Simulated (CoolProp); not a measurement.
The fluid at 293.15 K and 0.0163 MPa is throttled through a valve to 0.0105 MPa with no heat exchange. The same conditions are run with several fluids, on thermodynamics alone (safety and materials aside).

Computed with CoolProp (reference Helmholtz-energy equation of state of each fluid (n-perfluorohexane: Gao 2022; R114: Platzer 1990; C2F6 (R116): Lemmon 2006; R141b: Lemmon 2006; carbon dioxide: Span 1996)). The equations of Platzer and Polt are older, rougher fits.

```tsv
fluid	temperature change (K)	final density (kg/m³)
n-perfluorohexane	-0.2	[?]
R114	-0.1	0.739
C2F6 (R116)	[?]	0.595
R141b	-0.3	[?]
carbon dioxide	-0.1	[?]
```

### Question
Some entries are withheld; supply them.

### Answer

- n-perfluorohexane, final density (kg/m³): 1.47
- C2F6 (R116), temperature change (K): -0.0
- R141b, final density (kg/m³): 0.507
- carbon dioxide, final density (kg/m³): 0.190
